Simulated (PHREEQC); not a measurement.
Make-up at 13 °C: 0.18 mol/kgw HF, 0.00021 mol/kgw CsF, 0.0032 mol/kgw (NH4)2SiF6 and 4.6e-05 mol/kgw H3PO4. Closed to the air; pH follows from the charge balance.

The numbers come from PHREEQC with the ion-association model, wateq4f.dat.

**Question.** The ionic strength comes out as 0.0213 mol/kgw. What activity coefficients do SiF6-2, NH4+, H2PO4-, F-, HF2- get?

**Answer.** SiF6-2 0.58, NH4+ 0.87, H2PO4- 0.87, F- 0.86, HF2- 0.86.

Precipitation was switched off in this run. Complexes and solids missing from the database can't appear. wateq4f.dat counts part of the HF as a dimer, H2F2, which phreeqc.dat doesn't know; its constant is uncertain. H3PO4, which wateq4f.dat lacks, is added to it with the constant of phreeqc.dat. Away from 25 °C the constants follow the database's enthalpies or fits; those with neither stay at their 25 °C values. SiF6-2 is the database's only silicon fluoride.
